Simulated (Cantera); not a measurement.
Mixture: CH4 : O2 : N2 : H2O = 1 : 3.77 : 14.2 : 4.8 (molar parts), at 1500000 Pa, adiabatic and at constant pressure. Ignition delay is the time to a rise of 400 K.

Computed with Cantera and GRI-Mech 3.0 (53 species, 325 reactions). The pressure lies above the range GRI-Mech 3.0 was tuned for (to about 10 atm).

Predict: delay at 1250 K; delay at 1450 K; delay at 1650 K; delay at 1850 K; delay at 2050 K; apparent activation energy between 1950 and 2150 K.


```
Quantity                                                 Value
--------------------------------------------------  ----------
delay at 1250 K                                        1.62 ms
delay at 1450 K                                       0.215 ms
delay at 1650 K                                        38.0 µs
delay at 1850 K                                        8.67 µs
delay at 2050 K                                        2.88 µs
apparent activation energy between 1950 and 2150 K  150 kJ/mol
```
